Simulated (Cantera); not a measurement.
# Ignition delay

Mixture: CH4 : C2H6 : C3H8 : O2 : N2 = 1 : 0.12 : 0.95 : 3.41 : 12.8 (molar parts), at 0.510 bar, adiabatic and at constant volume. Ignition delay is the time to a rise of 400 K.

Computed with Cantera and GRI-Mech 3.0 (53 species, 325 reactions). GRI-Mech 3.0 was tuned for natural gas; its chemistry of propane as a main component is partial and can be far from experiment.

```csv
T0 (K),delay (ms)
1300,1.40
1350,0.697
1400,0.379
1450,0.223
1500,0.141
1550,0.0950
1600,0.0674
```

```yaml
apparent activation energy between 1500 and 1600 K: 150 kJ/mol
```
